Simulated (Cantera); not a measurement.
A closed system holds: 1 mol CS2, 0.37 mol H2O, at 2950 K and 91.0 bar.

Equilibrium computed with Cantera from the NASA thermochemical tables; the gas is ideal and each condensed phase is pure. Candidate condensed phases: C, C6H6, C7H8, C8H18, H2O, H2SO4, S; 123 gas species. The ideal-gas law is rough above about 30 bar. Rates play no part.

Base state: CS2 0.249, CO 0.203, S2 0.201, H2 0.125, CS 0.101, H2S 0.0547, SH 0.0469, S 0.0102 (mole fractions); condensed: gas only.

Problem. What changes in the equilibrium state with this change: temperature from 2950 K to 1823.15 K?

Solution. 
```csv
species,before,after
CS2,0.249,0.399
CO,0.203,0.208
H2S,0.0547,0.180
CS,0.101,0.000825
S,0.0102,3.38e-5
SH,0.0469,0.00383
COS,0.00376,0.0252
H2,0.125,0.0522
S2,0.201,0.130
H,0.00500,1.04e-5
C2H2 (acetylene),0.000932,5.18e-6
CH3,2.80e-5,4.87e-7
CO2,1.31e-5,0.000375
SO,1.69e-5,1.60e-6
```
